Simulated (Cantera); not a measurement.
# Boron, boron nitride and boron oxide: BF3 + H2O + H2

A closed system holds: 1 mol BF3, a varied amount of H2O, 35 mol H2, at 2175 °C and 10000 Pa.

Cantera equilibrium calculation (NASA polynomials, part measured and part estimated; ideal gas, pure solids and liquids). Candidate condensed phases: B, B2O3, B3O3H3, H2O; 43 gas species. The tables' values for BF2, BH2 are old estimates; treat these amounts as uncertain. Kinetics and transport are ignored.

```tsv
n(H2O) (mol)	x H2	x H2O	x H	x HF	x BOF	x BF	x HBO2
0.12	0.867	1.05e-5	0.0586	0.0477	0.00248	0.0180	2.40e-7
0.2	0.867	1.93e-5	0.0586	0.0485	0.00413	0.0163	7.25e-7
0.34	0.866	4.01e-5	0.0586	0.0497	0.00702	0.0133	2.49e-6
0.57	0.864	0.000104	0.0585	0.0518	0.0117	0.00859	1.04e-5
0.95	0.860	0.000838	0.0584	0.0550	0.0188	0.00170	0.000126
1.6	0.847	0.0130	0.0579	0.0564	0.0188	0.000107	0.00191
2.7	0.824	0.0364	0.0572	0.0571	0.0161	3.22e-5	0.00452
4.5	0.789	0.0733	0.0559	0.0572	0.0130	1.23e-5	0.00732
```
x: gas mole fraction; nothing condenses.

From 0.12 mol H2O to 4.5 mol H2O nothing is condensed. The main B-bearing gas is BF at 0.12 mol H2O and BOF at 4.5 mol H2O.
